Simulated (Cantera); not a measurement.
# Reactions in the system Cl-H-Si

Source: NASA polynomial tables (part measured, part estimated), evaluated in Cantera. Values are per mole of reaction as written; species without (g) are pure solids or liquids, kept so even where they would boil at 1 bar.

3 Cl₂(g) + 2 SiH₃Cl(g) = 3 H₂(g) + 2 SiCl₄(g)

```tsv
T (K)	ΔH° (kJ)	ΔS° (J/K)	ΔG° (kJ)	log10 K
950	-1018.9	-70.2	-952.2	52.35
1050	-1017.7	-69.0	-945.2	47.02
1150	-1016.8	-68.2	-938.4	42.62
1250	-1016.1	-67.6	-931.6	38.93
1350	-1015.6	-67.2	-924.8	35.78
1450	-1015.2	-67.0	-918.1	33.07
1550	-1015.0	-66.8	-911.4	30.71
1650	-1014.9	-66.7	-904.8	28.64
```
